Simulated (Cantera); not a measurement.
## Premixed flame

A freely propagating, adiabatic, planar premixed flame of CO : H2 : O2 : N2 = 1 : 0.052 : 0.438 : 1.65 (molar parts), equivalence ratio 1.2, unburnt at 350 K and 0.460 bar; mixture-averaged transport, grid criteria slope 0.08 and curve 0.16, no radiation.

Detailed kinetics in Cantera: GRI-Mech 3.0 (53 species, 325 reactions). Burning velocities carry a grid error of a few per cent, more on coarse grids.

```
z (mm)  T (K)  u (m/s)   x CO     x H2    x O2    x NO2    x CO2   x H2O2
------  -----  -------  -----  -------  ------  -------  -------  -------
-5.66     350    0.633  0.318   0.0166   0.139    <1e-8    <1e-8    <1e-8
-3.77     350    0.633  0.318   0.0165   0.139    <1e-8    <1e-8    <1e-8
-2.83     350    0.633  0.318   0.0165   0.139    <1e-8    <1e-8    <1e-8
-1.89     350    0.633  0.319   0.0164   0.140    <1e-8  1.71e-7  4.06e-8
-0.943    357    0.644  0.319   0.0152   0.140    <1e-8  8.71e-5  7.68e-6
-0.471    534    0.960  0.310   0.0126   0.134    <1e-8  0.00839  6.95e-5
0        1017     1.79  0.268  0.00653   0.109    <1e-8   0.0542  2.28e-6
0.471    1350     2.32  0.209  0.00182  0.0702    <1e-8    0.123  2.83e-7
0.943    1534     2.59  0.171  0.00132  0.0491    <1e-8    0.169  1.52e-7
1.89     1713     2.84  0.149  0.00154  0.0389    <1e-8    0.197  8.95e-8
3.77     1880     3.09  0.139  0.00161  0.0346    <1e-8    0.211  4.84e-8
7.54     2030     3.30  0.128  0.00148  0.0296  1.33e-8    0.227  2.59e-8
15.1     2163     3.48  0.115  0.00127  0.0238  2.67e-8    0.243  1.46e-8
```
x: mole fraction of selected species; z is measured from the peak of heat release.

- laminar burning velocity: 63.3 cm/s
- thermal thickness: 1.89 mm
- peak x(H2O2): 7.38e-5
- grid points: 130
